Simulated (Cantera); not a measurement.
A freely propagating, adiabatic, planar premixed flame of CO : H2 : CH4 : O2 : N2 = 1 : 1.1 : 0.64 : 1.79 : 6.74 (molar parts), equivalence ratio 1.3, unburnt at 400 K and 1130 Torr; mixture-averaged transport, grid criteria slope 0.08 and curve 0.16, no radiation.

Detailed kinetics in Cantera: GRI-Mech 3.0 (53 species, 325 reactions). Burning velocities carry a grid error of a few per cent, more on coarse grids.

Q: How do the results move with these cheaper or finer settings: unity-Lewis-number transport; multicomponent transport; multicomponent+Soret transport; grid criteria slope 0.5, curve 1; grid criteria slope 0.25, curve 0.5; grid criteria slope 0.03, curve 0.06?

A: 
```csv
setting,laminar burning velocity,thermal thickness,peak x(OH),peak x(CH3),grid points
as above,124 cm/s,0.189 mm,0.00848,0.00187,148
unity-Lewis-number transport,84.2 cm/s,0.220 mm,0.00881,0.00146,135
multicomponent transport,123 cm/s,0.189 mm,0.00846,0.00187,148
multicomponent+Soret transport,120 cm/s,0.188 mm,0.00851,0.00178,148
"grid criteria slope 0.5, curve 1",130 cm/s,0.213 mm,0.00862,0.00180,45
"grid criteria slope 0.25, curve 0.5",128 cm/s,0.197 mm,0.00866,0.00184,68
"grid criteria slope 0.03, curve 0.06",123 cm/s,0.187 mm,0.00841,0.00188,354
```
The base run took around 6 core-seconds (rough).
Unity Lewis numbers drop preferential diffusion, which matters most where H2 and H carry the flame; Soret adds thermal diffusion.
